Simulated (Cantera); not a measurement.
A perfectly stirred reactor is fed with NH3 : N2 = 1 : 1.2 (molar parts), at 101000 Pa; it is held at 1825 K, and followed from long to short residence time.

Cantera simulation using the gas-phase N/H chemistry of the illustrative SiF4/NH3 mechanism in the Surface Chemkin manual (1991); the numbers are that mechanism's predictions, not measurements. Walls and surfaces, which speed up NH3 decomposition in real reactors, are not modelled.

What does this change do: NH3 1 to 5.2 parts?


| quantity | before | after |
|---|---|---|
| x(NH3) at τ = 3.20 s | 0.0528 | 0.0807 |
| x(N2H2) at τ = 3.20 s | 5.55e-8 | 8.22e-8 |
| x(H2) at τ = 3.20 s | 0.414 | 0.605 |
| x(NH2) at τ = 3.20 s | 6.28e-5 | 8.08e-5 |
| x(H) at τ = 3.20 s | 0.000182 | 0.000224 |
| x(NH3) at τ = 0.110 s | 0.318 | 0.535 |
| x(N2H2) at τ = 0.110 s | 6.88e-7 | 1.27e-6 |
| x(H2) at τ = 0.110 s | 0.141 | 0.229 |
| x(NH2) at τ = 0.110 s | 0.000239 | 0.000322 |
| x(H) at τ = 0.110 s | 3.94e-5 | 5.10e-5 |

What does this change do: pressure from 101000 Pa to 9200 Pa?


| quantity | before | after |
|---|---|---|
| x(NH3) at τ = 3.20 s | 0.0528 | 0.166 |
| x(N2H2) at τ = 3.20 s | 5.55e-8 | 4.75e-7 |
| x(H2) at τ = 3.20 s | 0.414 | 0.297 |
| x(NH2) at τ = 3.20 s | 6.28e-5 | 0.000184 |
| x(H) at τ = 3.20 s | 0.000182 | 0.000122 |
| x(NH3) at τ = 0.110 s | 0.318 | 0.426 |
| x(N2H2) at τ = 0.110 s | 6.88e-7 | 1.67e-6 |
| x(H2) at τ = 0.110 s | 0.141 | 0.0289 |
| x(NH2) at τ = 0.110 s | 0.000239 | 0.000385 |
| x(H) at τ = 0.110 s | 3.94e-5 | 9.92e-6 |
